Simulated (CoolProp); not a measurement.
Values from CoolProp's reference Helmholtz-energy equation of state, Thol 2014.

Question: For diethyl ether, give the phase and the density (kg/m³), cv (kJ/(kg K)), speed of sound (m/s), Joule-Thomson coefficient (K/MPa) at 518.7 K and 23 MPa.

Answer: 
- 518.7 K and 23 MPa: supercritical; density 497, cv 2.24, speed of sound 534, Joule-Thomson coefficient 0.154
